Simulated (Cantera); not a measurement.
Charge: 1 mol (CH3)2SiCl2, 0.13 mol C3H8, 260 mol H2, 0.067 mol CH4, equilibrated at 97.5 Torr.

Method: chemical equilibrium by Gibbs-energy minimisation in Cantera with the NASA 1993 tables (ideal gas, pure condensed phases). Candidate condensed phases: C, C6H6, C7H8, C8H18, Si, SiC; 109 gas species. The feed counts by its element totals alone. Gases not in the tables: Si2H6 and higher silanes. Kinetics and transport are ignored.

log p: log10 of the partial pressure in bar; n: condensed amount in mol.

| T (K) | log p H2 | log p H | log p HCl | log p C2H2 (acetylene) | log p CH4 | log p Si | n C(graphite) | n SiC(s) |
|---|---|---|---|---|---|---|---|---|
| 1298 | -0.89 | -6.41 | -3.01 | -7.14 | … | <-12 | 1.19 | 1.000 |
| 1448 | -0.89 | -5.48 | -3.01 | -6.21 | … | -10.76 | 1.34 | 1.000 |
| 1598 | -0.89 | -4.72 | -3.01 | -5.46 | … | -9.01 | 1.39 | 0.999 |
| 1748 | -0.89 | -4.09 | -3.01 | -4.84 | … | -7.56 | 1.37 | 0.999 |
| 1898 | -0.89 | -3.55 | -3.01 | -4.32 | … | -6.34 | 1.24 | 0.997 |
| 2048 | -0.89 | -3.10 | -3.01 | -3.87 | … | -5.31 | 0.911 | 0.981 |
| 2198 | -0.90 | -2.70 | -3.02 | -3.49 | … | -4.41 | 0.226 | 0.877 |

Complete the blanks.


- 1298, log p CH4: -3.88
- 1448, log p CH4: -4.26
- 1598, log p CH4: -4.56
- 1748, log p CH4: -4.82
- 1898, log p CH4: -5.03
- 2048, log p CH4: -5.21
- 2198, log p CH4: -5.37
